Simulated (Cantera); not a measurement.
Feed: 1 mol B2O3, 31 mol H2, equilibrated at 1823 K and 18.0 Pa.

Cantera equilibrium calculation (NASA polynomials, part measured and part estimated; ideal gas, pure solids and liquids). Candidate condensed phases: B, B2O3, B3O3H3, H2O; 23 gas species. Kinetics and transport are ignored.

Base state: H2 0.914, H 0.0309, HBO2 0.0189, HBO 0.0149, BO 0.00877, B2O3 0.00840, H2O 0.00327, B2O2 0.000891 (mole fractions); condensed: gas only.

Q: What changes in the equilibrium state with this change: temperature from 1823 K to 2423 K?

A: 
```
species    before    after
-------  --------  -------
H          0.0309    0.679
H2          0.914    0.264
BO        0.00877   0.0350
HBO        0.0149  0.00133
HBO2       0.0189  0.00193
O2          <1e-9  6.62e-5
O         2.00e-7  0.00594
OH        7.69e-6  0.00347
B2O3      0.00840  9.51e-5
B2O2     0.000891  1.09e-5
```
